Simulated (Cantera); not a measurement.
Charge: 1 mol Ti(OiPr)4, 1.6 mol N2, 490 mol H2, held at 57.0 Pa.

These are equilibrium values from Cantera (NASA tables, ideal gas, pure condensed phases), not measurements of a reactor. Candidate condensed phases: C, C6H6, C7H8, C8H18, H2O, Ti, TiC, TiN, TiO, TiO2, Ti2O3, Ti3O5, Ti4O7; 139 gas species. The feed counts by its element totals alone. TiC: taken at fixed stoichiometry. Kinetics and transport are ignored.

At 1873 K, list the 7 most abundant gas species with their mole fractions, and the condensed phases.

H2 0.962, H 0.0265, CO 0.00775, N2 0.00286, HCN 0.000453, C2H2 (acetylene) 0.000300, HNC 2.01e-5. Condensed: C(graphite) + TiC(s).
